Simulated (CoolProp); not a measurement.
The numbers come from the reference Helmholtz-energy equation of state, Lemmon 2006 in CoolProp. It is a short technical equation, of lower accuracy than the large ones.

Q: Give the vapour pressure (MPa), liquid cp (kJ/(kg K)), vapour Z of saturated carbon monoxide at -186.65, -176.35, -163.65 °C.

A: 
```tsv
T (°C)	p (MPa)	liquid cp (kJ/(kg K))	vapour Z
-186.65	0.170	2.17	0.940
-176.35	0.426	2.26	0.886
-163.65	1.03	2.54	0.787
```
